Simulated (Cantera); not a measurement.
Input: 1 mol AlCl3, 2.4 mol HCl, 1.7 mol N2, equilibrated at 0.00133 bar.

These are equilibrium values from Cantera (NASA tables, ideal gas, pure condensed phases), not measurements of a reactor. Candidate condensed phases: Al, AlCl3, AlN, NH4Cl; 20 gas species. Kinetics and transport are ignored.

Q: At 1123 K, list the 4 most abundant gas species with their mole fractions, and the condensed phases.

A: HCl 0.470, N2 0.333, AlCl3 0.196, Cl 7.70e-5. Condensed: gas only.
